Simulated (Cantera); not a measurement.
Input: 1 mol C2F6, 2 mol F2, equilibrated at 1325 K and 29.3 Torr.

Equilibrium computed with Cantera from the NASA thermochemical tables; the gas is ideal and each condensed phase is pure. Candidate condensed phases: C; 13 gas species. The feed counts by its element totals alone. Gases not in the tables: C2F6 and larger saturated fluorocarbons. The numbers say what is thermodynamically allowed, not how fast it happens.

Base state: CF4 0.504, F 0.489, F2 0.00733 (mole fractions); condensed: gas only.

### Question
What changes in the equilibrium state with this change: F2 from 2 to 0.076 mol?

### Answer
```json
[
 {"species": "CF4", "before": "0.504", "after": "1.000"},
 {"species": "CF2", "before": "<1e-9", "after": "1.12e-5"},
 {"species": "F", "before": "0.489", "after": "7.87e-7"},
 {"species": "F2", "before": "0.00733", "after": "<1e-9"},
 {"species": "C(graphite), mol", "before": "0", "after": "0.462"}
]
```

### Question
What changes in the equilibrium state with this change: F2 from 2 to 1 mol?

### Answer
```csv
species,before,after
CF4,0.504,1.000
F,0.489,3.08e-6
F2,0.00733,<1e-9
```

### Question
What changes in the equilibrium state with this change: 0.51 mol H2 added?

### Answer
```
species   before    after
-------  -------  -------
CF4        0.504    0.501
HF             0    0.255
F          0.489    0.242
F2       0.00733  0.00179
```
Further candidate phases: C6H6, C7H8, C8H18.
